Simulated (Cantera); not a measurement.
A closed system holds: 1 mol Si, 2 mol HCl, 11 mol H2, equilibrated at 158 Torr.

Equilibrium computed with Cantera from the NASA thermochemical tables; the gas is ideal and each condensed phase is pure. Candidate condensed phases: Si; 19 gas species. The tables' values for SiCl3 are old estimates; treat these amounts as uncertain. Equilibrium is a limit: real reactors are often held back by kinetics, nucleation or transport. All values below are at 873 K.

Base state: H2 0.953, SiCl4 0.0273, SiHCl3 0.0152, HCl 0.00366, SiH2Cl2 0.000775, SiCl3 9.10e-5, SiCl2 1.78e-5 (mole fractions); condensed: Si(s).

Task: What changes in the equilibrium state with this change: pressure from 158 Torr to 5.70 Torr?

Result: 
| species | before | after |
|---|---|---|
| H2 | 0.953 | 0.951 |
| SiCl4 | 0.0273 | 0.0319 |
| HCl | 0.00366 | 0.00871 |
| SiHCl3 | 0.0152 | 0.00746 |
| SiCl2 | 1.78e-5 | 0.000101 |
| SiH2Cl2 | 0.000775 | 0.000159 |
| Si(s), mol | 0.459 | 0.502 |
